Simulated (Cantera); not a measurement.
Equilibrium for titanium nitride, carbide and oxide coatings: Ti + H₂ + O₂

A closed system holds: 1 mol Ti, 37 mol H₂, a varied amount of O₂, held at 1748 K and 10.0 Torr.

Method: chemical equilibrium by Gibbs-energy minimisation in Cantera with the NASA 1993 tables (ideal gas, pure condensed phases). Candidate condensed phases: H₂O, Ti, TiO, TiO₂, Ti₂O₃, Ti₃O₅, Ti₄O₇; 12 gas species. Mutual solubility and eutectic melting of coexisting phases are not modelled. TiO: taken at fixed stoichiometry. Condensed phases not in the tables: N, O or C dissolved in the metal. Kinetics and transport are ignored.

```tsv
n(O₂) (mol)	log p H₂	log p H₂O	log p H	log p Ti	log p OH	log p TiO	log p TiO₂	n Ti(β)	n TiO(s)	n Ti₂O₃(s)	n Ti₃O₅(s)
0.24	-1.88	-8.74	-4.58	-6.70	-12.68	-8.25	-12.84	0.519	0.480	0	0
0.29	-1.88	-8.74	-4.58	-6.70	-12.68	-8.25	-12.84	0.419	0.580	0	0
0.34	-1.88	-8.74	-4.58	-6.70	-12.68	-8.25	-12.84	0.319	0.680	0	0
0.4	-1.88	-8.74	-4.58	-6.70	-12.68	-8.25	-12.84	0.199	0.800	0	0
0.47	-1.88	-8.74	-4.58	-6.70	-12.68	-8.25	-12.84	0.0595	0.940	0	0
0.55	-1.88	-6.08	-4.58	-9.37	-10.02	-8.25	-10.18	0	0.805	0.0977	0
0.65	-1.88	-6.08	-4.58	-9.37	-10.02	-8.25	-10.18	0	0.405	0.298	0
0.76	-1.88	-5.14	-4.58	-10.78	-9.08	-8.72	-9.71	0	0	0.500	0
0.9	-1.88	-4.32	-4.58	-12.09	-8.26	-9.21	-9.37	0	0	0	0.333
1.1	-1.88	-3.72	-4.58	-13.10	-7.65	-9.61	-9.17	0	0	0	0.333
```
log p: log10 of the partial pressure in bar; n: condensed amount in mol.

From 0.24 mol O₂ to 0.47 mol O₂ the condensed part is Ti(β) + TiO(s). From 0.55 mol O₂ to 0.65 mol O₂ the condensed part is TiO(s) + Ti₂O₃(s). At 0.76 mol O₂ the condensed part is Ti₂O₃(s). From 0.9 mol O₂ to 1.1 mol O₂ the condensed part is Ti₃O₅(s). The main Ti-bearing gas is Ti at 0.24 mol O₂ and TiO₂ at 1.1 mol O₂.
